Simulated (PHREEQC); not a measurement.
Make-up at 25 °C: 0.0043 mol HF, 0.0013 mol NH4F and 0.00071 mol H2SO4 per kg of water. Closed to the air; pH follows from the charge balance.

Computed with PHREEQC (ion-association model, phreeqc.dat).

This is a speciation only: nothing precipitates in the calculation.

### Question
Order these S species by the share of S that they hold, largest first: SO4-2, NH4SO4-, HSO4-.

### Answer
SO4-2 (87 %), HSO4- (11 %), NH4SO4- (1.1 %)

### Question
Order these F species by the share of F that they hold, largest first: F-, HF, HF2-.

### Answer
HF (69 %), F- (30 %), HF2- (0.89 %)

The pH is 2.79 and the ionic strength 0.00366 mol/kgw.
